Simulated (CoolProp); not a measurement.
Propylene along the isobar 23700 kPa: fugacity coefficient from the reference equation and from simpler models built on Tc = 364.2 K, pc = 4555 kPa, ω = 0.146; each cubic takes its own stable root.

Model: reference Helmholtz-energy equation of state, Lemmon 2013, in CoolProp.

| T (K) | phase | reference |
|---|---|---|
| 98.2 | liquid | 5.093e-9 |
| 117.4 | liquid | 4.643e-7 |
| 136.6 | liquid | 1.044e-5 |
| 155.9 | liquid | 0.0001005 |
| 175.1 | liquid | 0.0005447 |
| 194.3 | liquid | 0.002010 |
| 213.6 | liquid | 0.005664 |
| 232.8 | liquid | 0.01297 |
| 252.1 | liquid | 0.02556 |
| 271.3 | liquid | 0.04463 |
| 290.5 | liquid | 0.07101 |
| 309.8 | liquid | 0.1051 |
| 329 | liquid | 0.1460 |

**Question.** How far does each simpler model (van der Waals, Soave-Redlich-Kwong, Peng-Robinson) lie from the reference over these 13 states: mean and median of the absolute difference, and the worst?

**Answer.** 
- van der Waals: mean 384789.7 %, median 815.6 %, worst +4682798.1 % at 98.2 K and 23700 kPa
- Soave-Redlich-Kwong: mean 10.2 %, median 6.4 %, worst +42.4 % at 98.2 K and 23700 kPa
- Peng-Robinson: mean 15.0 %, median 4.3 %, worst +93.6 % at 98.2 K and 23700 kPa
